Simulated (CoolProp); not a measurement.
The numbers come from the reference Helmholtz-energy equation of state, Lemmon 2006 in CoolProp. It is a short technical equation, of lower accuracy than the large ones.

**Question.** For carbonyl sulfide, give the phase and the speed of sound (m/s), Joule-Thomson coefficient (K/MPa) at 345.2 K and 121 bar; 428.2 K and 121 bar.

**Answer.** 
- 345.2 K and 121 bar: liquid; speed of sound 568, Joule-Thomson coefficient 0.184
- 428.2 K and 121 bar: supercritical; speed of sound 235, Joule-Thomson coefficient 4.95
